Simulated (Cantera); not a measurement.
A Cantera script and what it prints.

```python
import numpy as np
import cantera as ct

gas_names = """
    O2 CL2
""".split()
cond_names = """
    Li(L) LiCL(L) Li2O(s)
""".split()


# ... load() reads the species with a 1 bar reference pressure and builds the phases ...
species = {s.name: s for s in load("nasa_gas.yaml", gas_names) + load("nasa_condensed.yaml", cond_names)}
T = 1650
g = {n: (s.thermo.h(T) - T * s.thermo.s(T)) / (ct.gas_constant * T * np.log(10)) for n, s in species.items()}
valid = cond_names  # the entries whose range holds T


def stable(la, lb):
    # potentials (over RT ln 10) of the two non-metals from log10 p(O2) and log10 p(CL2) in bar
    mu = {}
    mu["O"] = (g["O2"] + la) / 2
    mu["Cl"] = (g["CL2"] + lb) / 2
    cost = {}
    for n in valid:
        c = species[n].composition
        cost[n] = (g[n] - sum(c.get(e, 0) * m for e, m in mu.items())) / c["Li"]
    return min(cost, key=cost.get)


results = []
for lb in [0, -1.8, -3.7, -5.5, -7.3, -9.2, -11, -12.8, -14.7, -16.5, -18.3, -20.2, -22]:
    row = [stable(la, lb) for la in [-11, -10.2, -9.3, -8.5, -7.6, -6.8, -5.9, -5.1, -4.2, -3.4, -2.5, -1.7, -0.8, 0]]
    results.append(row)
    print(f"{lb:6.1f}  " + " ".join(f"{valid.index(n):x}" for n in row))
print("key: " + ", ".join(f"{i:x} {n}" for i, n in enumerate(valid)))
```

It prints:

```
   0.0  1 1 1 1 1 1 1 1 1 1 1 1 1 1
  -1.8  1 1 1 1 1 1 1 1 1 1 1 1 1 1
  -3.7  1 1 1 1 1 1 1 1 1 1 1 1 1 1
  -5.5  1 1 1 1 1 1 1 1 1 1 1 1 1 1
  -7.3  1 1 1 1 1 1 1 1 1 1 1 1 2 2
  -9.2  1 1 1 1 1 1 1 1 2 2 2 2 2 2
 -11.0  1 1 1 1 2 2 2 2 2 2 2 2 2 2
 -12.8  2 2 2 2 2 2 2 2 2 2 2 2 2 2
 -14.7  2 2 2 2 2 2 2 2 2 2 2 2 2 2
 -16.5  2 2 2 2 2 2 2 2 2 2 2 2 2 2
 -18.3  2 2 2 2 2 2 2 2 2 2 2 2 2 2
 -20.2  2 2 2 2 2 2 2 2 2 2 2 2 2 2
 -22.0  2 2 2 2 2 2 2 2 2 2 2 2 2 2
key: 0 Li(L), 1 LiCL(L), 2 Li2O(s)
```

Standard-state values (1 bar) from the NASA 1993 polynomials, evaluated with Cantera. Not in the tables: the peroxide.
